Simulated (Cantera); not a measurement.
Hydrocarbon pyrolysis for carbon deposition

An isothermal, constant-pressure homogeneous reactor starts with C₂H₆ : N₂ : H₂O = 1 : 40 : 0.87 (molar parts), at 1300 K and 2.40 Torr.

Detailed kinetics in Cantera: GRI-Mech 3.0 (53 species, 325 reactions). GRI-Mech 3.0 stops at C3 and has no aromatics, soot or wall deposition, so with more carbon than oxygen in the feed, carbon stays in small species such as C2H2 where larger ones or solid carbon would form. Radical loss at walls, strong at low pressure, is not modelled.

| t (s) | x C₂H₆ | x H₂ | x C₂H | x C₂H₂ | x CH₃ | x C₂H₄ |
|---|---|---|---|---|---|---|
| 2.00e-5 | 0.0239 | 2.27e-12 | <1e-12 | <1e-12 | 5.30e-7 | 1.71e-12 |
| 0.000104 | 0.0239 | 6.90e-11 | <1e-12 | <1e-12 | 2.76e-6 | 1.48e-10 |
| 0.000545 | 0.0239 | 7.26e-9 | <1e-12 | <1e-12 | 1.44e-5 | 1.74e-8 |
| 0.00284 | 0.0238 | 1.69e-6 | <1e-12 | 2.96e-11 | 7.30e-5 | 2.17e-6 |
| 0.0148 | 0.0234 | 0.000229 | <1e-12 | 2.42e-7 | 0.000339 | 0.000245 |
| 0.0775 | 0.0168 | 0.00527 | 2.74e-10 | 0.000178 | 0.00108 | 0.00549 |
| 0.404 | 0.000972 | 0.0218 | 5.65e-9 | 0.00598 | 0.000331 | 0.0129 |
| 2.11 | 8.27e-6 | 0.0298 | 1.76e-9 | 0.0134 | 3.79e-5 | 0.00632 |
| 11.0 | 5.72e-7 | 0.0335 | 5.69e-10 | 0.0171 | 9.62e-6 | 0.00257 |
| 57.5 | 2.73e-7 | 0.0358 | 4.48e-10 | 0.0194 | 6.68e-6 | 0.000259 |
| 300 | 3.04e-7 | 0.0364 | 4.95e-10 | 0.0196 | 7.16e-6 | 1.47e-5 |
x: mole fraction; the columns are a selection and need not sum to one.

Equilibrium at this temperature and pressure: C₂H₆ 2.16e-11, H₂ 0.0738, C₂H 8.82e-11, C₂H₂ 0.00272, CH₃ 4.87e-8, C₂H₄ 1.82e-6 (gas phase only).
